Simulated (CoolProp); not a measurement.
Hydrogen chloride at 317.88 K and 2.13 MPa is throttled through a valve to 1.44 MPa with no heat exchange. Each further row changes one setting.

Computed with CoolProp (reference Helmholtz-energy equation of state, Thol 2018).

| case | temperature change (K) | final density (kg/m³) |
|---|---|---|
| as stated | ___ | 22.2 |
| outlet pressure 0.432 MPa | -24.5 | ___ |
| outlet pressure 1.87 MPa | -3.4 | ___ |

Question: Complete the blanks.

Answer: 
- as stated, temperature change (K): -9.3
- outlet pressure 0.432 MPa, final density (kg/m³): 6.64
- outlet pressure 1.87 MPa, final density (kg/m³): 28.9
